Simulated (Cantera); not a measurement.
An adiabatic, constant-pressure homogeneous reactor starts with CH4 : CO : O2 : N2 = 1 : 0.064 : 1.85 : 15 (molar parts), at 1100 K and 10.0 bar. Integrator tolerance rtol = 1e-08.

Cantera simulation using GRI-Mech 3.0 (53 species, 325 reactions); the numbers are that mechanism's predictions, not measurements.

Q: What does this change do: initial temperature 1100 to 1775 K?

A: 
```tsv
quantity	before	after
time of steepest temperature rise	41.8 ms	36.5 µs
temperature at 1.00 s	2161 K	2687 K
equilibrium temperature	2161 K	2687 K
x(CH4) at 1.00 s	<1e-12 (gas-phase equilibrium <1e-12)	<1e-12 (gas-phase equilibrium <1e-12)
x(CO) at 1.00 s	0.0140 (gas-phase equilibrium 0.0140)	0.0217 (gas-phase equilibrium 0.0217)
x(O2) at 1.00 s	2.16e-5 (gas-phase equilibrium 2.16e-5)	0.00247 (gas-phase equilibrium 0.00247)
x(N2O) at 1.00 s	2.18e-8 (gas-phase equilibrium 2.18e-8)	6.25e-7 (gas-phase equilibrium 6.25e-7)
x(NO) at 1.00 s	0.000121 (gas-phase equilibrium 0.000121)	0.00347 (gas-phase equilibrium 0.00347)
```
